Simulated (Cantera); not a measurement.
A freely propagating, adiabatic, planar premixed flame of H₂ : O₂ : N₂ = 1 : 0.714 : 2.69 (molar parts), unburnt at 648 K and 10.0 bar; mixture-averaged transport, grid criteria slope 0.08 and curve 0.16, no radiation.

Computed with Cantera and the H2/O2 subset of GRI-Mech 3.0, which has no nitrogen chemistry. The hydrogen kinetics of GRI-Mech 3.0 are dated; newer H2 mechanisms differ, most at raised pressure. Burning velocities carry a grid error of a few per cent, more on coarse grids.

x: mole fraction of selected species; z is measured from the peak of heat release.

| z (mm) | T (K) | u (m/s) | x H₂ | x O₂ | x OH | x H₂O | x H₂O₂ | x HO₂ |
|---|---|---|---|---|---|---|---|---|
| -0.0836 | 648 | 3.33 | 0.226 | 0.162 | <1e-8 | 2.38e-6 | <1e-8 | 3.83e-8 |
| -0.0558 | 649 | 3.32 | 0.224 | 0.163 | <1e-8 | 2.79e-5 | 8.77e-8 | 5.81e-7 |
| -0.0418 | 650 | 3.31 | 0.220 | 0.164 | <1e-8 | 0.000126 | 4.76e-7 | 3.13e-6 |
| -0.0279 | 662 | 3.32 | 0.207 | 0.166 | 1.44e-8 | 0.00108 | 5.65e-6 | 3.73e-5 |
| -0.0139 | ___ | 3.85 | 0.162 | 0.167 | 4.93e-5 | 0.0175 | 0.000113 | 0.000817 |
| -0.00697 | ___ | 5.19 | 0.117 | 0.152 | 0.000757 | 0.0613 | 0.000187 | 0.00106 |
| 0 | ___ | 6.90 | 0.0673 | 0.119 | 0.00309 | 0.129 | 3.02e-5 | 0.000614 |
| 0.00697 | ___ | 8.14 | 0.0331 | 0.0877 | 0.00711 | 0.182 | 5.91e-6 | 0.000319 |
| 0.0139 | 1927 | 8.86 | 0.0175 | 0.0712 | 0.0102 | 0.208 | 4.00e-6 | 0.000179 |
| 0.0279 | 2080 | 9.53 | 0.00820 | 0.0616 | 0.0114 | 0.227 | 2.60e-6 | 8.05e-5 |
| 0.0558 | 2184 | 9.96 | 0.00372 | 0.0590 | 0.00906 | 0.237 | 1.61e-6 | 3.23e-5 |
| 0.112 | 2235 | 10.2 | 0.00144 | 0.0587 | 0.00608 | 0.243 | 1.01e-6 | 1.36e-5 |
| 0.223 | 2252 | 10.2 | 0.000675 | 0.0588 | 0.00443 | 0.245 | 7.87e-7 | 8.53e-6 |

**Question.** What belongs in the gaps?

**Answer.** 
- -0.0139, T (K): 800
- -0.00697, T (K): 1107
- 0, T (K): 1493
- 0.00697, T (K): 1768
